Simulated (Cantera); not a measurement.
Feed: 1 mol acetone, a varied amount of H₂O, 1.5 mol H₂, at 3023 K and 8250 Torr.

Cantera equilibrium calculation (NASA polynomials, part measured and part estimated; ideal gas, pure solids and liquids). Candidate condensed phases: C, C₆H₆, C₇H₈, C₈H₁₈, H₂O; 110 gas species. The feed counts by its element totals alone. Rates play no part.

### Question
Which condensed phases are stable at each of these points (n(H₂O) (mol)): 0.59, 0.74, 0.93, 1.2, 1.5, 1.8, 2.3, 2.9, 3.6?

### Answer
| n(H₂O) (mol) | condensed phases | C condensed (%) |
|---|---|---|
| 0.59 | C(graphite) | 24.8 |
| 0.74 | C(graphite) | 19.1 |
| 0.93 | C(graphite) | 12.0 |
| 1.2 | C(graphite) | 1.8 |
| 1.5 | gas only | 0.0 |
| 1.8 | gas only | 0.0 |
| 2.3 | gas only | 0.0 |
| 2.9 | gas only | 0.0 |
| 3.6 | gas only | 0.0 |

From 0.59 mol H₂O to 1.2 mol H₂O the condensed part is C(graphite). From 1.5 mol H₂O to 3.6 mol H₂O nothing is condensed.
